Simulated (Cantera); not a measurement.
A closed system holds: 1 mol SiH4, 0.098 mol HCl, 8.4 mol H2, held at 927 °C and 13.3 mbar.

Cantera equilibrium calculation (NASA polynomials, part measured and part estimated; ideal gas, pure solids and liquids). Candidate condensed phases: Si; 19 gas species. Rates play no part.

Base state: H2 0.991, HCl 0.00892, SiCl2 0.000189 (mole fractions); condensed: Si(s).

Problem. What changes in the equilibrium state with this change: SiH4 replaced by SiCl4?

Solution. 
```csv
species,before,after
H2,0.991,0.795
HCl,0.00892,0.106
SiCl4,1.44e-6,0.0439
SiCl3,5.57e-6,0.0129
SiCl2,0.000189,0.0331
SiHCl3,4.35e-6,0.00900
SiH2Cl2,1.72e-6,0.000241
"Si(s), mol",0.998,0.0177
```
The tables' values for SiCl3 are old estimates; treat these amounts as uncertain.
